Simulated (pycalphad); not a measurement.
Phase fractions of Si-81.4Y (at.%)

Computed with pycalphad from the COST 507 light-alloy database (1999), at 1 atm. These are 1990s assessments: newer ones move some temperatures and phases. Amounts are mole fractions of atoms. Diffusion is slow at the low end, where real alloys seldom reach equilibrium.

```json
[
 {"T (°C)": "1657", "liquid": "1.000", "SI3Y5": "-", "hcp": "-"},
 {"T (°C)": "1577", "liquid": "0.910", "SI3Y5": "0.090", "hcp": "-"},
 {"T (°C)": "1497", "liquid": "0.818", "SI3Y5": "0.182", "hcp": "-"},
 {"T (°C)": "1417", "liquid": "(withheld)", "SI3Y5": "(withheld)", "hcp": "-"},
 {"T (°C)": "1337", "liquid": "0.699", "SI3Y5": "0.301", "hcp": "-"},
 {"T (°C)": "1257", "liquid": "0.657", "SI3Y5": "0.343", "hcp": "-"},
 {"T (°C)": "1177", "liquid": "-", "SI3Y5": "0.496", "hcp": "0.504"},
 {"T (°C)": "1097", "liquid": "-", "SI3Y5": "0.496", "hcp": "0.504"},
 {"T (°C)": "1017", "liquid": "-", "SI3Y5": "0.496", "hcp": "0.504"},
 {"T (°C)": "937", "liquid": "-", "SI3Y5": "0.496", "hcp": "0.504"},
 {"T (°C)": "857", "liquid": "-", "SI3Y5": "0.496", "hcp": "0.504"},
 {"T (°C)": "777", "liquid": "-", "SI3Y5": "0.496", "hcp": "0.504"},
 {"T (°C)": "697", "liquid": "-", "SI3Y5": "0.496", "hcp": "0.504"},
 {"T (°C)": "617", "liquid": "-", "SI3Y5": "0.496", "hcp": "0.504"},
 {"T (°C)": "537", "liquid": "-", "SI3Y5": "0.496", "hcp": "0.504"},
 {"T (°C)": "457", "liquid": "-", "SI3Y5": "0.496", "hcp": "0.504"},
 {"T (°C)": "377", "liquid": "-", "SI3Y5": "0.496", "hcp": "0.504"},
 {"T (°C)": "297", "liquid": "-", "SI3Y5": "0.496", "hcp": "0.504"}
]
```

Question: Some entries are withheld; supply them.

Answer: 
- 1417, liquid: 0.751
- 1417, SI3Y5: 0.249

Database names, with the compositions (at.%) that they take in these runs: SI3Y5: Y 62 Si 37.
